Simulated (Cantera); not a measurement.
An isothermal plug-flow reactor at 700 K and 750 Torr (inlet), inlet velocity 0.64 m/s, active area per volume 500 1/m; feed 0.427 % H2, 5.95 % O2, 88.7 % N2, 4.94 % H2O, equivalence ratio 0.036.

Computed with Cantera and Deutschmann's 1995 Pt surface mechanism with GRI-Mech 3.0 gas chemistry. Catalytic surfaces can have several steady states; this one follows from the mechanism file's or the stated starting coverage. Mass transfer to the wall is taken as infinitely fast.

Predict: x(H2) at z = 0.0059 m; x(O2) at z = 0.0059 m; x(H2O) at z = 0.0059 m; θ(free Pt) at the exit; θ(O*) at the exit; θ(OH*) at the exit.


```
Property                  Result
----------------------  --------
x(H2) at z = 0.0059 m   0.000127
x(O2) at z = 0.0059 m     0.0575
x(H2O) at z = 0.0059 m    0.0536
θ(free Pt) at the exit    0.0118
θ(O*) at the exit          0.983
θ(OH*) at the exit       0.00488
```
